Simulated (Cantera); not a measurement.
Charge: 1 mol CuO, 0.53 mol C, 5.8 mol N2, at 0.133 bar.

Cantera equilibrium calculation (NASA polynomials, part measured and part estimated; ideal gas, pure solids and liquids). Candidate condensed phases: C, Cu, CuO, Cu2O; 27 gas species. Equilibrium is a limit: real reactors are often held back by kinetics, nucleation or transport.

log p: log10 of the partial pressure in bar; n: condensed amount in mol.

```tsv
T (°C)	log p N2	log p Cu	log p CO2	log p CO	log p O2	log p NO	n Cu(l)
1302	-0.91	-4.56	-2.00	-2.90	-7.90	-6.78	0.999
1377	-0.91	-4.09	-2.00	-2.90	-7.06	-6.22	0.996
1452	-0.91	-3.66	-2.01	-2.90	-6.29	-5.71	0.990
1527	-0.91	-3.27	-2.01	-2.90	-5.59	-5.25	0.974
1602	-0.92	-2.91	-2.01	-2.89	-4.97	-4.83	0.940
1677	-0.92	-2.57	-2.02	-2.87	-4.43	-4.46	___
1752	-0.93	-2.27	-2.04	-2.83	-4.00	-4.16	___
1827	-0.95	-1.98	-2.07	-2.76	-3.68	-3.93	___
1902	-0.98	-1.75	-2.12	-2.69	-3.45	-3.75	0
1977	-0.98	-1.75	-2.15	-2.59	-3.27	-3.58	0
2052	-0.98	-1.75	-2.19	-2.50	-3.12	-3.44	0
2127	-0.98	-1.75	-2.24	-2.42	-3.01	-3.32	0
2202	-0.98	-1.75	-2.31	-2.34	-2.92	-3.22	0
2277	-0.99	-1.75	-2.38	-2.27	-2.86	-3.13	0
```

Problem. Complete the blanks.

Solution. 
- 1677, n Cu(l): 0.869
- 1752, n Cu(l): 0.729
- 1827, n Cu(l): 0.455
